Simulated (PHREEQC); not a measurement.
PHREEQC input (acid-base model without metal-ligand complexes, wateq4f.dat):

```
PHASES
  Fix_H+
    H+ = H+
    -log_k 0
SOLUTION 1
  temp 25
  units mol/kgw
  pH 7 charge
  Cl 0.1
  Na 0.1
END
SELECTED_OUTPUT 1
  -reset false
  -pH true
  -pe true
  -ionic_strength true
  -water true
  -totals Ag Cl Na
  -molalities H+ Ag+ Cl- Na+ O2 OH- AgCl AgCl2- AgCl3-2 AgCl4-3
    AgOH Ag(OH)2-
  -equilibrium_phases Cerargyrite Ag2O
PRINT
  -reset false
USE solution 1
EQUILIBRIUM_PHASES 1
  Fix_H+ -2 HCl 10
    -force_equality true
  Cerargyrite 0 0.1
  Ag2O 0 0
  O2(g) -0.68 10
END
# ... the last block is repeated for the other 12 points of pH, with NaOH or the acid as the point needs
```

Selected output (columns that matter, 11 of 13 rows; pH added in front):

```
pH	mu	Ag	Cl	Na	m_H+	m_Ag+	m_Cl-	m_Na+	m_OH-	m_AgOH	m_Ag(OH)2-
2	0.11219	2.7072e-09	0.11219	0.1	0.012185	2.7072e-09	0.11219	0.1	1.3248e-12	2.0363e-19	2.6865e-29
2.83	0.10179	2.9349e-09	0.10179	0.1	0.0017937	2.9349e-09	0.10179	0.1	8.8719e-12	1.507e-18	1.3322e-27
3.67	0.10026	2.9722e-09	0.10026	0.1	0.00025907	2.9722e-09	0.10026	0.1	6.1288e-11	1.0574e-17	6.4582e-26
5.33	0.10001	2.9785e-09	0.10001	0.1	5.667e-06	2.9785e-09	0.10001	0.1	2.8007e-09	4.8448e-16	1.3522e-22
6.17	0.1	2.9786e-09	0.1	0.1	8.1913e-07	2.9786e-09	0.1	0.1	1.9376e-08	3.3519e-15	6.4722e-21
7	0.1	2.9786e-09	0.1	0.1	1.2116e-07	2.9786e-09	0.1	0.1	1.31e-07	2.2662e-14	2.9584e-19
7.83	0.1	2.9788e-09	0.1	0.1	1.7921e-08	2.9786e-09	0.1	0.1	8.8566e-07	1.5321e-13	1.3522e-17
8.67	0.10001	2.9797e-09	0.1	0.10001	2.5903e-09	2.9786e-09	0.1	0.10001	6.1273e-06	1.06e-12	6.4723e-16
10.33	0.10028	3.0298e-09	0.1	0.10028	5.6678e-11	2.98e-09	0.1	0.10028	0.00028015	4.846e-11	1.3528e-12
11.17	0.10194	3.3889e-09	0.1	0.10194	8.1992e-12	2.9883e-09	0.1	0.10194	0.0019412	3.3565e-10	6.4923e-11
12	0.11326	8.3464e-09	0.1	0.11326	1.2191e-12	3.042e-09	0.1	0.11326	0.01326	2.2859e-09	3.0186e-09
```
